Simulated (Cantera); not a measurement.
A perfectly stirred reactor is fed with C2H6 : N2 = 1 : 180 (molar parts), at 345 Torr; it is held at 1525 K, and followed from long to short residence time.

Detailed kinetics in Cantera: GRI-Mech 3.0 (53 species, 325 reactions). GRI-Mech 3.0 stops at C3 and has no aromatics, soot or wall deposition, so with more carbon than oxygen in the feed, carbon stays in small species such as C2H2 where larger ones or solid carbon would form.

```json
[
 {"quantity": "x(C2H6) at τ = 12.0 s", "before": "1.21e-6", "after": "7.03e-7"},
 {"quantity": "x(C2H2) at τ = 12.0 s", "before": "0.00493", "after": "0.00247"},
 {"quantity": "x(HCN) at τ = 12.0 s", "before": "1.76e-6", "after": "2.91e-6"},
 {"quantity": "x(CH2) at τ = 12.0 s", "before": "4.53e-9", "after": "4.93e-9"},
 {"quantity": "x(H) at τ = 12.0 s", "before": "4.79e-6", "after": "3.48e-6"},
 {"quantity": "x(C2H6) at τ = 56.0 ms", "before": "7.96e-5", "after": "4.82e-5"},
 {"quantity": "x(C2H2) at τ = 56.0 ms", "before": "0.00435", "after": "0.00214"},
 {"quantity": "x(HCN) at τ = 56.0 ms", "before": "1.68e-6", "after": "2.82e-6"},
 {"quantity": "x(CH2) at τ = 56.0 ms", "before": "1.56e-7", "after": "1.67e-7"},
 {"quantity": "x(H) at τ = 56.0 ms", "before": "2.42e-5", "after": "1.87e-5"}
]
```

Task: What was changed between the two runs?
(A) pressure from 345 Torr to 5.78 Torr
(B) pressure from 345 Torr to 760 Torr
(C) N2 180 to 360 parts
(D) pressure from 345 Torr to 10.00 Torr

Result: C, N2 180 to 360 parts
